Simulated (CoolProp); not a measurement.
Vapour-liquid equilibrium of propane (1) + R113 (2) at 262.6 K; x and y are mole fractions of (1).

Computed with CoolProp (multi-fluid Helmholtz-energy mixture model, Lemmon 2009 and Marx 1992; pair parameters Bell 2016).

### Question
Give the bubble pressure and the first vapour's composition at x = 0.35, 0.5, 0.8. Is there an azeotrope?

### Answer
x = 0.35: 0.1437 MPa, y = 0.955; x = 0.5: 0.1902 MPa, y = 0.972; x = 0.8: 0.2752 MPa, y = 0.990. No azeotrope shows between x = 0.05 and 0.95.

The pair parameters rest on a limited set of measurements; away from them the model extrapolates.
